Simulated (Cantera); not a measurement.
# Premixed flame

A freely propagating, adiabatic, planar premixed flame of CO : H2 : O2 : N2 = 1 : 0.59 : 1.06 : 4.13 (molar parts), equivalence ratio 0.75, unburnt at 475 K and 3750 Torr; mixture-averaged transport, grid criteria slope 0.08 and curve 0.16, no radiation.

Detailed kinetics in Cantera: GRI-Mech 3.0 (53 species, 325 reactions). The hydrogen kinetics of GRI-Mech 3.0 are dated; newer H2 mechanisms differ, most at raised pressure. Burning velocities carry a grid error of a few per cent, more on coarse grids.

```json
[
 {"z (mm)": "-0.310", "T (K)": "475", "u (m/s)": "0.828", "x CO": "0.148", "x H2": "0.0863", "x O2": "0.156", "x H2O": "1.86e-6", "x NO": "<1e-8", "x OH": "<1e-8"},
 {"z (mm)": "-0.207", "T (K)": "475", "u (m/s)": "0.827", "x CO": "0.148", "x H2": "0.0843", "x O2": "0.157", "x H2O": "2.60e-5", "x NO": "<1e-8", "x OH": "<1e-8"},
 {"z (mm)": "-0.155", "T (K)": "477", "u (m/s)": "0.826", "x CO": "0.148", "x H2": "0.0809", "x O2": "0.157", "x H2O": "0.000126", "x NO": "<1e-8", "x OH": "<1e-8"},
 {"z (mm)": "-0.103", "T (K)": "487", "u (m/s)": "0.838", "x CO": "0.149", "x H2": "0.0725", "x O2": "0.158", "x H2O": "0.000905", "x NO": "<1e-8", "x OH": "<1e-8"},
 {"z (mm)": "-0.0517", "T (K)": "627", "u (m/s)": "1.06", "x CO": "0.147", "x H2": "0.0495", "x O2": "0.156", "x H2O": "0.0114", "x NO": "1.55e-7", "x OH": "1.70e-6"},
 {"z (mm)": "-0.0259", "T (K)": "957", "u (m/s)": "1.59", "x CO": "0.133", "x H2": "0.0309", "x O2": "0.140", "x H2O": "0.0344", "x NO": "1.28e-6", "x OH": "0.000247"},
 {"z (mm)": "0", "T (K)": "1376", "u (m/s)": "2.25", "x CO": "0.103", "x H2": "0.0135", "x O2": "0.109", "x H2O": "0.0640", "x NO": "4.08e-6", "x OH": "0.00170"},
 {"z (mm)": "0.0259", "T (K)": "1656", "u (m/s)": "2.66", "x CO": "0.0722", "x H2": "0.00518", "x O2": "0.0836", "x H2O": "0.0788", "x NO": "8.51e-6", "x OH": "0.00402"},
 {"z (mm)": "0.0517", "T (K)": "1820", "u (m/s)": "2.89", "x CO": "0.0507", "x H2": "0.00325", "x O2": "0.0704", "x H2O": "0.0824", "x NO": "1.31e-5", "x OH": "0.00553"},
 {"z (mm)": "0.103", "T (K)": "1988", "u (m/s)": "3.12", "x CO": "0.0300", "x H2": "0.00253", "x O2": "0.0598", "x H2O": "0.0847", "x NO": "2.06e-5", "x OH": "0.00632"},
 {"z (mm)": "0.207", "T (K)": "2118", "u (m/s)": "3.30", "x CO": "0.0169", "x H2": "0.00162", "x O2": "0.0535", "x H2O": "0.0880", "x NO": "3.08e-5", "x OH": "0.00565"},
 {"z (mm)": "0.414", "T (K)": "2199", "u (m/s)": "3.40", "x CO": "0.00909", "x H2": "0.000861", "x O2": "0.0500", "x H2O": "0.0906", "x NO": "4.39e-5", "x OH": "0.00433"},
 {"z (mm)": "0.828", "T (K)": "2241", "u (m/s)": "3.46", "x CO": "0.00474", "x H2": "0.000459", "x O2": "0.0482", "x H2O": "0.0921", "x NO": "6.00e-5", "x OH": "0.00328"}
]
```
x: mole fraction of selected species; z is measured from the peak of heat release.

```json
{
  "laminar_burning_velocity": "82.8 cm/s",
  "thermal_thickness": "0.103 mm",
  "peak x(OH)": "0.00632",
  "grid_points": "120"
}
```
